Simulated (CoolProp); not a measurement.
Vapour-liquid equilibrium of ethanol (1) + o-xylene (2) at 1.13 bar; x and y are mole fractions of (1).

Model: multi-fluid Helmholtz-energy mixture model, Schroeder 2014 and Zhou 2012; pair parameters Bell 2016, in CoolProp.

```tsv
x	bubble temperature, mixture model (°C)	bubble temperature, Raoult's law (°C)	y, mixture model	y, Raoult's law
0.05	117.2	136.8	0.595	0.307
0.2	93.1	116.4	0.834	0.678
0.35	88.2	104.9	0.870	0.820
0.5	86.5	97.0	0.883	0.894
0.65	85.2	91.1	0.897	0.940
0.8	83.6	86.3	0.923	0.971
0.95	81.8	82.4	0.974	0.994
```

The largest gap from Raoult's law is -23.3 K in bubble temperature, at x = 0.2. No azeotrope shows between x = 0.05 and 0.95.

The pair parameters rest on a limited set of measurements; away from them the model extrapolates. With so large a gap from Raoult's law the liquid may split in two, which this calculation doesn't test in full.
